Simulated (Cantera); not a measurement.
A Cantera script and its output.

```python
import numpy as np
import cantera as ct

gas = ct.Solution("h2o2.yaml")
gas.TPX = 1400, 990, {'H2': 0.069, 'O2': 1}
reactor = ct.IdealGasConstPressureReactor(gas, energy="off", clone=False)
net = ct.ReactorNet([reactor])
net.rtol, net.atol = 1e-08, 1e-18
show = ['H2', 'O2', 'HO2', 'O', 'H2O2', 'H2O', 'H']
times = np.geomspace(3e-06, 3, 14)

steps = ct.SolutionArray(gas, extra=["t"])
rows = []
print(f"{'t/s':>10s}{'T/K':>9s}{'P/Pa':>11s}" + "".join(f"{s:>11s}" for s in show))
for t in times:
    while net.time < t:
        t_next = net.step()
        steps.append(gas.state, t=t_next)
    rows.append([np.interp(t, steps.t, y) for y in (steps.T, steps.P, *steps(*show).X.T)])
    print(f"{t:10.3e}{rows[-1][0]:9.1f}{rows[-1][1]:11.4g}" + "".join(f"{x:11.3e}" for x in rows[-1][2:]))
rate = np.gradient(steps.T, steps.t)
print("integrator steps:", len(steps.t))
if steps.T.max() > steps.T[0] + 200:
    print(f"time of steepest temperature rise: {steps.t[rate.argmax()]:.4e} s")
gas.TPX = 1400, 990, {'H2': 0.069, 'O2': 1}
gas.equilibrate("TP")
print(f"equilibrium (TP): T = {gas.T:.1f} K  " + "  ".join(f"{s} {gas[s].X[0]:.3e}" for s in show))
```

It prints:

```
       t/s      T/K       P/Pa         H2         O2        HO2          O       H2O2        H2O          H
 3.000e-06   1400.0        990  6.455e-02  9.355e-01  3.145e-09  1.622e-10  8.365e-14  3.193e-12  2.986e-09
 8.683e-06   1400.0        990  6.455e-02  9.355e-01  9.103e-09  1.263e-09  7.007e-13  7.282e-11  7.913e-09
 2.513e-05   1400.0        990  6.455e-02  9.355e-01  2.634e-08  8.823e-09  5.829e-12  1.488e-09  1.901e-08
 7.273e-05   1400.0        990  6.455e-02  9.355e-01  7.622e-08  5.502e-08  4.826e-11  2.628e-08  4.754e-08
 2.105e-04   1400.0        990  6.455e-02  9.355e-01  2.204e-07  4.799e-07  3.915e-10  5.180e-07  2.590e-07
 6.093e-04   1400.0        990  6.446e-02  9.354e-01  6.521e-07  3.877e-05  2.997e-09  5.732e-05  1.914e-05
 1.763e-03   1400.0        990  3.004e-03  8.848e-01  1.900e-06  4.077e-02  7.064e-08  5.169e-02  1.054e-02
 5.104e-03   1400.0        990  1.324e-03  8.833e-01  1.751e-06  4.406e-02  5.061e-08  5.528e-02  8.746e-03
 1.477e-02   1400.0        990  1.231e-03  8.873e-01  1.721e-06  4.047e-02  5.027e-08  5.618e-02  7.725e-03
 4.275e-02   1400.0        990  9.974e-04  8.969e-01  1.625e-06  3.196e-02  4.872e-08  5.830e-02  5.462e-03
 1.237e-01   1400.0        990  5.697e-04  9.130e-01  1.335e-06  1.754e-02  4.234e-08  6.178e-02  2.245e-03
 3.581e-01   1400.0        990  1.750e-04  9.268e-01  7.516e-07  5.223e-03  2.718e-08  6.474e-02  3.677e-04
 1.037e+00   1400.0        990  3.194e-05  9.318e-01  2.480e-07  9.406e-04  1.184e-08  6.602e-02  2.822e-05
 3.000e+00   1400.0        990  5.314e-06  9.329e-01  7.300e-08  1.558e-04  4.096e-09  6.644e-02  1.907e-06
integrator steps: 1421
equilibrium (TP): T = 1400.0 K  H2 3.153e-07  O2 9.332e-01  HO2 7.123e-08  O 9.247e-06  H2O2 7.163e-10  H2O 6.664e-02  H 2.764e-08
```

Detailed kinetics in Cantera: the H2/O2 subset of GRI-Mech 3.0, which has no nitrogen chemistry. Radical loss at walls, strong at low pressure, is not modelled. The temperature is held fixed by assumption; the heat of reaction is taken as removed at once.
